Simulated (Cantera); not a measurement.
What does this Cantera script print?

```python
import numpy as np
import cantera as ct

gas_names = """
    H HO2 H2 H2O H2O2 Nb NbO NbO2 O OH O2 O3
""".split()
cond_names = """
    H2O(s) H2O(L) Nb(cr) Nb(L) NbO(s) NbO(L) NbO2(I) NbO2(II) NbO2(III) NbO2(L) Nb2O5(s) Nb2O5(L)
""".split()


def load(file, names, dense=False):
    # The tables refer to 1 bar. Condensed volumes are neglected.
    table = {s.name: s for s in ct.Species.list_from_file(file)}
    out = []
    for n in names:
        d = dict(table[n].input_data)
        d["thermo"] = dict(d["thermo"], **{"reference-pressure": 1e5})
        if dense:
            d["equation-of-state"] = {"model": "constant-volume", "density": "1e6 g/cm^3"}
        out.append(ct.Species.from_dict(d))
    return out


gas = ct.Solution(thermo="ideal-gas", species=load("nasa_gas.yaml", gas_names))
cond = {s.name: ct.Solution(thermo="fixed-stoichiometry", species=[s], name=s.name)
        for s in load("nasa_condensed.yaml", cond_names, dense=True)}
atoms = {
    'Nb2O5': {'Nb': 2, 'O': 5},
    'H2': {'H': 2},
}
top_T = {}  # K; cautious upper limits of use, not melting points


def equilibrate(T, P, feed):
    n = {}
    for name, mol in feed.items():
        for a, k in atoms[name].items():
            n[a] = n.get(a, 0.0) + k * mol
    gas.TPX = T, P, n
    mass = sum(n.values()) * gas.mean_molecular_weight
    gas.equilibrate("TP")
    valid = [c for c in cond.values() if c.min_temp <= T <= top_T.get(c.name, c.max_temp)]
    mix = ct.Mixture([(gas, mass / gas.mean_molecular_weight)] + [(c, 0.0) for c in valid])
    mix.T, mix.P = T, P
    mix.equilibrate("TP", solver="vcs", rtol=1e-11, max_steps=5000)
    return mix


results = []
P = 133.322  # Pa
for T in [850, 925, 1000, 1075, 1150, 1225, 1300, 1375, 1450, 1525, 1600]:
    for m in [47, 180, 310, 450, 580, 720, 850, 980, 1100]:
        feed = {'Nb2O5': 1, 'H2': m}  # mol
        mix = equilibrate(T, P, feed)
        results.append((T, P, feed, dict(zip(mix.species_names, mix.species_moles))))

for T, P, feed, n in results:
    print(f"{T:7g} {feed['H2']:10.4g}  " + (" + ".join(c for c in cond_names if n.get(c, 0) > 1e-12) or "gas only"))
```

Output:

```
    850         47  NbO2(I) + Nb2O5(s)
    850        180  NbO2(I) + Nb2O5(s)
    850        310  NbO2(I) + Nb2O5(s)
    850        450  NbO2(I) + Nb2O5(s)
    850        580  NbO2(I) + Nb2O5(s)
    850        720  NbO2(I)
    850        850  NbO2(I)
    850        980  NbO2(I)
    850       1100  NbO2(I)
    925         47  NbO2(I) + Nb2O5(s)
    925        180  NbO2(I) + Nb2O5(s)
    925        310  NbO2(I) + Nb2O5(s)
    925        450  NbO2(I)
    925        580  NbO2(I)
    925        720  NbO2(I)
    925        850  NbO2(I)
    925        980  NbO2(I)
    925       1100  NbO2(I)
   1000         47  NbO2(I) + Nb2O5(s)
   1000        180  NbO2(I) + Nb2O5(s)
   1000        310  NbO2(I)
   1000        450  NbO2(I)
   1000        580  NbO2(I)
   1000        720  NbO2(I)
   1000        850  NbO2(I)
   1000        980  NbO2(I)
   1000       1100  NbO2(I)
   1075         47  NbO2(I) + Nb2O5(s)
   1075        180  NbO2(I)
   1075        310  NbO2(I)
   1075        450  NbO2(I)
   1075        580  NbO2(I)
   1075        720  NbO2(I)
   1075        850  NbO2(I)
   1075        980  NbO2(I)
   1075       1100  NbO2(I)
   1150         47  NbO2(II) + Nb2O5(s)
   1150        180  NbO2(II)
   1150        310  NbO2(II)
   1150        450  NbO2(II)
   1150        580  NbO2(II)
   1150        720  NbO2(II)
   1150        850  NbO2(II)
   1150        980  NbO2(II)
   1150       1100  NbO2(II)
   1225         47  NbO2(III)
   1225        180  NbO2(III)
   1225        310  NbO2(III)
   1225        450  NbO2(III)
   1225        580  NbO2(III)
   1225        720  NbO2(III)
   1225        850  NbO2(III)
   1225        980  NbO2(III)
   1225       1100  NbO2(III)
   1300         47  NbO2(III)
   1300        180  NbO2(III)
   1300        310  NbO2(III)
   1300        450  NbO2(III)
   1300        580  NbO2(III)
   1300        720  NbO2(III)
   1300        850  NbO2(III)
   1300        980  NbO2(III)
   1300       1100  NbO2(III)
   1375         47  NbO2(III)
   1375        180  NbO2(III)
   1375        310  NbO2(III)
   1375        450  NbO2(III)
   1375        580  NbO2(III)
   1375        720  NbO2(III)
   1375        850  NbO2(III)
   1375        980  NbO2(III)
   1375       1100  NbO2(III)
   1450         47  NbO2(III)
   1450        180  NbO2(III)
   1450        310  NbO2(III)
   1450        450  NbO2(III)
   1450        580  NbO2(III)
   1450        720  NbO2(III)
   1450        850  NbO2(III)
   1450        980  NbO(s) + NbO2(III)
   1450       1100  NbO(s) + NbO2(III)
   1525         47  NbO2(III)
   1525        180  NbO2(III)
   1525        310  NbO2(III)
   1525        450  NbO2(III)
   1525        580  NbO2(III)
   1525        720  NbO(s) + NbO2(III)
   1525        850  NbO(s) + NbO2(III)
   1525        980  NbO(s) + NbO2(III)
   1525       1100  NbO(s) + NbO2(III)
   1600         47  NbO2(III)
   1600        180  NbO2(III)
   1600        310  NbO2(III)
   1600        450  NbO(s) + NbO2(III)
   1600        580  NbO(s) + NbO2(III)
   1600        720  NbO(s) + NbO2(III)
   1600        850  NbO(s) + NbO2(III)
   1600        980  NbO(s) + NbO2(III)
   1600       1100  NbO(s) + NbO2(III)
```

Equilibrium computed with Cantera from the NASA thermochemical tables; the gas is ideal and each condensed phase is pure. Mutual solubility and eutectic melting of coexisting phases are not modelled. NbO: taken at fixed stoichiometry. Condensed phases not in the tables: the oxides between NbO2 and Nb2O5.
